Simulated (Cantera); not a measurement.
A closed system holds: 1 mol TiC, 0.37 mol C, 0.016 mol H2, equilibrated at 2175 K and 1 atm.

Method: chemical equilibrium by Gibbs-energy minimisation in Cantera with the NASA 1993 tables (ideal gas, pure condensed phases). Candidate condensed phases: C, C6H6, C7H8, C8H18, Ti, TiC; 77 gas species. TiC: taken at fixed stoichiometry. Equilibrium is a limit: real reactors are often held back by kinetics, nucleation or transport.

Base state: H2 0.993, H 0.00483, C2H2 (acetylene) 0.00222, CH4 0.000277, CH3 2.60e-5 (mole fractions); condensed: C(graphite) + TiC(s).

Task: What changes in the equilibrium state with this change: 0.00051 mol H2O added?

Result: 
```json
[
 {"species": "H2", "before": "0.993", "after": "0.963"},
 {"species": "CO", "before": "0", "after": "0.0299"},
 {"species": "H", "before": "0.00483", "after": "0.00476"},
 {"species": "CH4", "before": "0.000277", "after": "0.000261"},
 {"species": "CH3", "before": "2.60e-5", "after": "2.48e-5"},
 {"species": "C2H2 (acetylene)", "before": "0.00222", "after": "0.00215"},
 {"species": "C(graphite), mol", "before": "0.370", "after": "0.369"},
 {"species": "TiC(s), mol", "before": "1.00", "after": "1.00"}
]
```
Further candidate phases: H2O, TiO, TiO2, Ti2O3, Ti3O5, Ti4O7.

Task: What changes in the equilibrium state with this change: temperature from 2175 K to 2698.15 K?

Result: 
```csv
species,before,after
H2,0.993,0.924
H,0.00483,0.0539
C2H2 (acetylene),0.00222,0.0216
Ti,1.69e-8,1.60e-5
C2H,3.48e-7,0.000134
C4H2,2.01e-6,0.000211
C2H2 (vinylidene),4.84e-7,3.13e-5
"C(graphite), mol",0.370,0.369
"TiC(s), mol",1.00,1.00
```
